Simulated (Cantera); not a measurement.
What does this Cantera script print?

```python
import numpy as np
import cantera as ct

gas_names = """
    C CN CO CO2 C2 CCN CNC C2N2 C2O C3 C3O2 C4 C4N2 C5 N NCO NO NO2 NO3 N2 N2O O O2 O3 Pb PbO Pb2
""".split()
cond_names = """
    C(gr) Pb(cr) Pb(L) PbO(rd) PbO(yw) PbO(L) PbO2(s) Pb3O4(s)
""".split()


def load(file, names, dense=False):
    # The tables refer to 1 bar. Condensed volumes are neglected.
    table = {s.name: s for s in ct.Species.list_from_file(file)}
    out = []
    for n in names:
        d = dict(table[n].input_data)
        d["thermo"] = dict(d["thermo"], **{"reference-pressure": 1e5})
        if dense:
            d["equation-of-state"] = {"model": "constant-volume", "density": "1e6 g/cm^3"}
        out.append(ct.Species.from_dict(d))
    return out


gas = ct.Solution(thermo="ideal-gas", species=load("nasa_gas.yaml", gas_names))
cond = {s.name: ct.Solution(thermo="fixed-stoichiometry", species=[s], name=s.name)
        for s in load("nasa_condensed.yaml", cond_names, dense=True)}
atoms = {
    'Pb': {'Pb': 1},
    'CO': {'C': 1, 'O': 1},
    'N2': {'N': 2},
}
top_T = {'C(gr)': 4500, 'Pb3O4(s)': 820}  # K; cautious upper limits of use, not melting points


def equilibrate(T, P, feed):
    n = {}
    for name, mol in feed.items():
        for a, k in atoms[name].items():
            n[a] = n.get(a, 0.0) + k * mol
    gas.TPX = T, P, n
    mass = sum(n.values()) * gas.mean_molecular_weight
    gas.equilibrate("TP")
    valid = [c for c in cond.values() if c.min_temp <= T <= top_T.get(c.name, c.max_temp)]
    mix = ct.Mixture([(gas, mass / gas.mean_molecular_weight)] + [(c, 0.0) for c in valid])
    mix.T, mix.P = T, P
    mix.equilibrate("TP", solver="vcs", rtol=1e-11, max_steps=5000)
    return mix


results = []
P = 1000  # Pa
for T in [1075, 1100, 1125, 1150, 1175, 1200, 1225, 1250, 1275, 1300, 1325, 1350, 1375, 1400]:
    for m in [0.47, 0.66, 0.85, 1, 1.2, 1.4, 1.6, 1.8, 2]:
        feed = {'Pb': 1, 'CO': m, 'N2': 0.37}  # mol
        mix = equilibrate(T, P, feed)
        results.append((T, P, feed, dict(zip(mix.species_names, mix.species_moles))))

for T, P, feed, n in results:
    print(f"{T:7g} {feed['CO']:10.4g}  " + (" + ".join(c for c in cond_names if n.get(c, 0) > 1e-12) or "gas only"))
```

It prints:

```
   1075       0.47  C(gr) + Pb(L)
   1075       0.66  C(gr) + Pb(L)
   1075       0.85  C(gr) + Pb(L)
   1075          1  C(gr) + Pb(L)
   1075        1.2  C(gr) + Pb(L)
   1075        1.4  C(gr) + Pb(L)
   1075        1.6  C(gr) + Pb(L)
   1075        1.8  C(gr) + Pb(L)
   1075          2  C(gr) + Pb(L)
   1100       0.47  C(gr) + Pb(L)
   1100       0.66  C(gr) + Pb(L)
   1100       0.85  C(gr) + Pb(L)
   1100          1  C(gr) + Pb(L)
   1100        1.2  C(gr) + Pb(L)
   1100        1.4  C(gr) + Pb(L)
   1100        1.6  C(gr) + Pb(L)
   1100        1.8  C(gr) + Pb(L)
   1100          2  C(gr) + Pb(L)
   1125       0.47  C(gr) + Pb(L)
   1125       0.66  C(gr) + Pb(L)
   1125       0.85  C(gr) + Pb(L)
   1125          1  C(gr) + Pb(L)
   1125        1.2  C(gr) + Pb(L)
   1125        1.4  C(gr) + Pb(L)
   1125        1.6  C(gr) + Pb(L)
   1125        1.8  C(gr) + Pb(L)
   1125          2  C(gr) + Pb(L)
   1150       0.47  C(gr) + Pb(L)
   1150       0.66  C(gr) + Pb(L)
   1150       0.85  C(gr) + Pb(L)
   1150          1  C(gr) + Pb(L)
   1150        1.2  C(gr) + Pb(L)
   1150        1.4  C(gr) + Pb(L)
   1150        1.6  C(gr) + Pb(L)
   1150        1.8  C(gr) + Pb(L)
   1150          2  C(gr) + Pb(L)
   1175       0.47  C(gr) + Pb(L)
   1175       0.66  C(gr) + Pb(L)
   1175       0.85  C(gr) + Pb(L)
   1175          1  C(gr) + Pb(L)
   1175        1.2  C(gr) + Pb(L)
   1175        1.4  C(gr) + Pb(L)
   1175        1.6  C(gr) + Pb(L)
   1175        1.8  C(gr) + Pb(L)
   1175          2  C(gr) + Pb(L)
   1200       0.47  C(gr) + Pb(L)
   1200       0.66  C(gr) + Pb(L)
   1200       0.85  C(gr) + Pb(L)
   1200          1  C(gr) + Pb(L)
   1200        1.2  C(gr) + Pb(L)
   1200        1.4  C(gr) + Pb(L)
   1200        1.6  C(gr) + Pb(L)
   1200        1.8  C(gr) + Pb(L)
   1200          2  C(gr) + Pb(L)
   1225       0.47  C(gr) + Pb(L)
   1225       0.66  C(gr) + Pb(L)
   1225       0.85  C(gr) + Pb(L)
   1225          1  C(gr) + Pb(L)
   1225        1.2  C(gr) + Pb(L)
   1225        1.4  C(gr) + Pb(L)
   1225        1.6  C(gr) + Pb(L)
   1225        1.8  C(gr) + Pb(L)
   1225          2  C(gr) + Pb(L)
   1250       0.47  C(gr) + Pb(L)
   1250       0.66  C(gr) + Pb(L)
   1250       0.85  C(gr) + Pb(L)
   1250          1  C(gr) + Pb(L)
   1250        1.2  C(gr) + Pb(L)
   1250        1.4  C(gr) + Pb(L)
   1250        1.6  C(gr) + Pb(L)
   1250        1.8  C(gr) + Pb(L)
   1250          2  C(gr) + Pb(L)
   1275       0.47  C(gr) + Pb(L)
   1275       0.66  C(gr) + Pb(L)
   1275       0.85  C(gr) + Pb(L)
   1275          1  C(gr) + Pb(L)
   1275        1.2  C(gr) + Pb(L)
   1275        1.4  C(gr) + Pb(L)
   1275        1.6  C(gr) + Pb(L)
   1275        1.8  C(gr) + Pb(L)
   1275          2  C(gr) + Pb(L)
   1300       0.47  C(gr) + Pb(L)
   1300       0.66  C(gr) + Pb(L)
   1300       0.85  C(gr) + Pb(L)
   1300          1  C(gr) + Pb(L)
   1300        1.2  C(gr) + Pb(L)
   1300        1.4  C(gr) + Pb(L)
   1300        1.6  C(gr) + Pb(L)
   1300        1.8  C(gr) + Pb(L)
   1300          2  C(gr) + Pb(L)
   1325       0.47  C(gr) + Pb(L)
   1325       0.66  C(gr) + Pb(L)
   1325       0.85  C(gr) + Pb(L)
   1325          1  C(gr) + Pb(L)
   1325        1.2  C(gr) + Pb(L)
   1325        1.4  C(gr) + Pb(L)
   1325        1.6  C(gr)
   1325        1.8  C(gr)
   1325          2  C(gr)
   1350       0.47  C(gr) + Pb(L)
   1350       0.66  C(gr) + Pb(L)
   1350       0.85  C(gr)
   1350          1  C(gr)
   1350        1.2  C(gr)
   1350        1.4  C(gr)
   1350        1.6  C(gr)
   1350        1.8  C(gr)
   1350          2  C(gr)
   1375       0.47  C(gr)
   1375       0.66  C(gr)
   1375       0.85  C(gr)
   1375          1  C(gr)
   1375        1.2  C(gr)
   1375        1.4  C(gr)
   1375        1.6  C(gr)
   1375        1.8  C(gr)
   1375          2  C(gr)
   1400       0.47  C(gr)
   1400       0.66  C(gr)
   1400       0.85  C(gr)
   1400          1  C(gr)
   1400        1.2  C(gr)
   1400        1.4  C(gr)
   1400        1.6  C(gr)
   1400        1.8  C(gr)
   1400          2  C(gr)
```

Cantera equilibrium calculation (NASA polynomials, part measured and part estimated; ideal gas, pure solids and liquids).
